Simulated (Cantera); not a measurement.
Charge: 1 mol SiCl4, 28 mol NH3, 18 mol N2, equilibrated at 10.0 mbar.

Equilibrium computed with Cantera from the NASA thermochemical tables; the gas is ideal and each condensed phase is pure. Candidate condensed phases: NH4Cl, Si, Si3N4; 28 gas species. Equilibrium is a limit: real reactors are often held back by kinetics, nucleation or transport.

**Question.** What share of the Si ends up in condensed phases as a function of T (°C), at 525, 675, 825, 975, 1125, 1275, 1425?

**Answer.** 
```tsv
T (°C)	Si condensed (%)	as
525	99.9	Si3N4(s)
675	100.0	Si3N4(s)
825	100.0	Si3N4(s)
975	99.9	Si3N4(s)
1125	98.5	Si3N4(s)
1275	88.8	Si3N4(s)
1425	55.6	Si3N4(s)
```
